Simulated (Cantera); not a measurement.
Input: 1 mol B2H6, 0.24 mol O2, equilibrated at 39.8 Torr.

Method: chemical equilibrium by Gibbs-energy minimisation in Cantera with the NASA 1993 tables (ideal gas, pure condensed phases). Candidate condensed phases: B, B2O3, B3O3H3, H2O; 23 gas species. The feed counts by its element totals alone. Mutual solubility and eutectic melting of coexisting phases are not modelled. The numbers say what is thermodynamically allowed, not how fast it happens. All values below are at 875 °C.

Base state: H2 0.998, B3O3H3 0.00155, HBO 0.000100 (mole fractions); condensed: B(s) + B2O3(l).

Question: What changes in the equilibrium state with this change: O2 from 0.24 to 8.5 mol?

Answer: 
```json
[
 {"species": "O2", "before": "<1e-9", "after": "0.647"},
 {"species": "H2O", "before": "2.65e-7", "after": "0.351"},
 {"species": "HBO2", "before": "8.55e-7", "after": "0.000985"},
 {"species": "H2", "before": "0.998", "after": "7.79e-9"},
 {"species": "B3O3H3", "before": "0.00155", "after": "<1e-9"},
 {"species": "(HBO2)3", "before": "<1e-9", "after": "0.000686"},
 {"species": "B(s), mol", "before": "1.68", "after": "0"},
 {"species": "B2O3(l), mol", "before": "0.155", "after": "0.987"}
]
```
Gases not in the tables: H3BO3.
